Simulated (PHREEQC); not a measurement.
1 kg of water holding 6.1 mmol/kgw KCl, 26 mmol/kgw Na2CO3, 70 mmol/kgw Na2SO4 and 190 mmol/kgw NaCl is evaporated at 25 °C; the solids stay in contact with the brine. CO2 is held at log p = -3.4 (atm). Only these solids could form: Arcanite, Burkeite, Glaserite, Halite, Kalicinite, Mirabilite, Misenite, Nahcolite, Natron, Sylvite, Thenardite, Trona.

Equilibrium calculation in PHREEQC: Pitzer model, pitzer.dat.

```tsv
water left (kg)	ionic strength	water activity	Halite (mol)	Thenardite (mol)	Burkeite (mol)	Trona (mol)	K in solution (mol/kgw)	pH
0.9998	0.472	0.989	0	0	0	0	0.00610	9.44
0.8217	0.575	0.987	0	0	0	0	0.00742	9.48
0.6753	0.701	0.985	0	0	0	0	0.00903	9.51
0.5551	0.854	0.981	0	0	0	0	0.0110	9.53
0.3749	1.27	0.973	0	0	0	0	0.0163	…
0.3081	1.55	0.967	0	0	0	0	0.0198	9.60
0.2532	1.88	0.960	0	0	0	0	0.0241	…
0.2081	2.30	0.951	0	0	0	0	0.0293	9.63
0.1711	2.80	0.941	0	0	0	0	0.0357	9.64
0.1406	3.41	0.927	0	0	0	0	0.0434	9.65
0.1156	4.15	0.910	0	0	0	0	0.0528	9.65
0.07804	6.15	0.859	0	0	0	0	0.0782	9.66
0.06414	7.49	0.822	0	0	0	0	0.0951	9.66
0.05272	8.69	0.779	0	0.00748	0	0	0.116	…
0.04333	8.80	0.750	0	…	0	0	0.141	9.71
0.03552	8.93	0.731	0.0176	0.0456	0	0.00227	0.172	9.71
0.02906	8.96	0.731	0.0497	0.0499	0	0.00504	0.210	9.71
0.02374	8.99	0.730	0.0761	0.0534	0	0.00731	0.257	9.71
0.01938	9.02	0.729	0.0978	0.0563	0	0.00918	0.315	9.72
0.01284	9.12	0.727	0.130	0.0606	0	0.0120	0.475	9.73
0.01042	9.20	0.726	0.142	0.0623	0	0.0130	0.585	9.73
0.008421	…	0.724	0.152	0.0636	0	0.0139	0.724	9.74
0.007443	9.35	0.722	0.157	0.0214	0.0214	0	0.820	9.74
```

### Question
Fill in the missing entries.

### Answer

- 0.3749, pH: 9.58
- 0.2532, pH: 9.62
- 0.05272, pH: 9.67
- 0.04333, Thenardite (mol): 0.0333
- 0.008421, ionic strength: 9.29

Species that the database lacks are ignored.
